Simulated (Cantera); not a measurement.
A closed system holds: 1 mol Si3N4, 3.6 mol N2, equilibrated at 1700 K and 133 Pa.

Equilibrium computed with Cantera from the NASA thermochemical tables; the gas is ideal and each condensed phase is pure. Candidate condensed phases: Si, Si3N4; 7 gas species. The tables' values for SiN are old estimates; treat these amounts as uncertain. The numbers say what is thermodynamically allowed, not how fast it happens.

Base state: N2 0.999, Si 0.000509, Si2N 2.03e-5, SiN 1.13e-5 (mole fractions); condensed: Si(l).

Task: What changes in the equilibrium state with this change: temperature from 1700 K to 2573 K?

Result: 
| species | before | after |
|---|---|---|
| N2 | 0.999 | 0.651 |
| Si | 0.000509 | 0.347 |
| SiN | 1.13e-5 | 0.000926 |
| N | <1e-9 | 1.25e-5 |
| Si2 | 2.23e-6 | 0.000590 |
| Si2N | 2.03e-5 | 4.49e-5 |
| Si(l), mol | 3.00 | 0 |
